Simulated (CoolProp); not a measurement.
Computed with CoolProp (reference Helmholtz-energy equation of state, Smukala 2000).

For ethylene, give the phase and the density (kg/m³), cv (kJ/(kg K)), speed of sound (m/s), Joule-Thomson coefficient (K/MPa) at 254 K and 13.3 bar.


- 254 K and 13.3 bar: gas; density 20.5, cv 1.18, speed of sound 283, Joule-Thomson coefficient 16.4
